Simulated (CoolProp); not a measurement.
Vapour-liquid equilibrium of ethylene (1) + carbon dioxide (2) at 1.49 MPa; x and y are mole fractions of (1).

Values from CoolProp's multi-fluid Helmholtz-energy mixture model, Smukala 2000 and Span 1996; pair parameters Bell 2016.

| x | bubble temperature (K) | y at the bubble point | dew temperature at overall composition x (K) | liquid density (mol/L) |
|---|---|---|---|---|
| 0.05 | 242.3 | 0.100 | 243.4 | 23.85 |
| 0.2 | 238.2 | 0.307 | 240.3 | 22.40 |
| 0.35 | 235.8 | 0.446 | 237.4 | 21.01 |
| 0.5 | 234.4 | 0.561 | 235.0 | 19.74 |
| 0.65 | 233.5 | 0.674 | 233.7 | 18.60 |
| 0.8 | 233.3 | 0.798 | 233.3 | 17.58 |
| 0.95 | 233.7 | 0.944 | 233.7 | 16.66 |

y crosses x between x = 0.65 and 0.8: the model has an azeotrope there.

The pair parameters rest on a limited set of measurements; away from them the model extrapolates.
